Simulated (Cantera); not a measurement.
Input: 1 mol Si, 2.5 mol HCl, 14 mol H2, held at 0.650 bar.

These are equilibrium values from Cantera (NASA tables, ideal gas, pure condensed phases), not measurements of a reactor. Candidate condensed phases: Si; 19 gas species. Equilibrium is a limit: real reactors are often held back by kinetics, nucleation or transport.

Question: At 452 °C, list the 6 most abundant gas species with their mole fractions, and the condensed phases.

Answer: H2 0.955, SiCl4 0.0241, SiHCl3 0.0197, SiH2Cl2 0.00112, HCl 0.000361, SiH3Cl 1.39e-5. Condensed: Si(s).
